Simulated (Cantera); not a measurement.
Input: 1 mol PbO, 0.23 mol H₂, equilibrated at 698 K and 0.100 bar.

Cantera equilibrium calculation (NASA polynomials, part measured and part estimated; ideal gas, pure solids and liquids). Candidate condensed phases: H₂O, Pb, PbO, PbO₂, Pb₃O₄; 12 gas species. The numbers say what is thermodynamically allowed, not how fast it happens.

Base state: H₂O 1.000, H₂ 3.59e-5 (mole fractions); condensed: Pb(l) + PbO(red).

What changes in the equilibrium state with this change: temperature from 698 K to 1550 K?


```
species         before     after
-------------  -------  --------
H₂O              1.000     0.444
Pb             1.02e-8     0.392
PbO              <1e-9     0.163
Pb₂              <1e-9  0.000223
O₂               <1e-9   8.18e-5
Pb(l), mol       0.230    0.0273
PbO(red), mol    0.770         0
PbO(l), mol          0     0.686
```
Each liquid is taken as pure. Mutual solubility and eutectic melting of coexisting phases are not modelled. Gases not in the tables: (PbO)n polymers.

What changes in the equilibrium state with this change: temperature from 698 K to 1123 K?


```json
[
 {"species": "H₂O", "before": "1.000", "after": "0.998"},
 {"species": "Pb", "before": "1.02e-8", "after": "0.00183"},
 {"species": "H₂", "before": "3.59e-5", "after": "0.000221"},
 {"species": "PbO", "before": "<1e-9", "after": "0.000114"},
 {"species": "Pb(l), mol", "before": "0.230", "after": "0.230"},
 {"species": "PbO(red), mol", "before": "0.770", "after": "0"},
 {"species": "PbO(yellow), mol", "before": "0", "after": "0.770"}
]
```
Mutual solubility and eutectic melting of coexisting phases are not modelled.
